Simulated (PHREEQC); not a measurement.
A column of 0.1 m (40 cells, dispersivity 0.0035 m, 300 s a shift, diffusion coefficient 3e-10 m²/s) holds 0.043 eq of the database's cation exchanger X per kg of pore water, first in equilibrium with 0.0068 mol/kgw KBr, 0.049 mol/kgw CaCl2, 0.0022 mol/kgw LiCl and 1e-05 mol/kgw HCl. It is flushed with 30 mmol/kgw CdCl2, 0.39 mmol/kgw SrCl2 and 0.01 mmol/kgw HCl, at 40 °C. Values are for the last cell. The system is closed to CO2. No solid was allowed to form.

Computed with PHREEQC (ion-association model, phreeqc.dat).

```csv
pore volumes,Cd in solution (mol/kgw),Br in solution (mol/kgw),Sr in solution (mol/kgw)
0,0,0.00680,0
0.1375,0,0.00680,0
0.3875,?,0.00680,1.82e-11
0.5125,7.95e-5,0.00675,5.74e-9
0.7625,0.00241,0.00555,6.95e-7
0.8875,0.00493,0.00425,1.96e-6
1.137,0.0101,0.00182,5.96e-6
1.262,0.0123,0.00105,8.53e-6
1.512,0.0162,0.000298,1.52e-5
1.637,0.0179,?,1.95e-5
1.887,0.0207,3.44e-5,3.04e-5
2.013,0.0219,1.60e-5,3.69e-5
2.138,0.0230,7.30e-6,4.43e-5
2.388,0.0246,?,6.13e-5
2.513,0.0253,6.46e-7,?
2.763,0.0264,1.23e-7,?
2.888,0.0269,5.31e-8,0.000104
3.138,0.0276,9.75e-9,0.000128
3.263,0.0279,4.16e-9,0.000141
3.513,0.0284,7.47e-10,0.000168
3.638,0.0286,3.16e-10,0.000182
3.888,0.0290,?,0.000209
4.013,0.0291,2.35e-11,0.000222
```

Task: Complete the blanks.

Result: 
- 0.3875, Cd in solution (mol/kgw): 1.20e-6
- 1.637, Br in solution (mol/kgw): 0.000149
- 2.388, Br in solution (mol/kgw): 1.46e-6
- 2.513, Sr in solution (mol/kgw): 7.09e-5
- 2.763, Sr in solution (mol/kgw): 9.21e-5
- 3.888, Br in solution (mol/kgw): 5.60e-11

Away from 25 °C the constants follow the database's enthalpies or fits; those with neither stay at their 25 °C values.
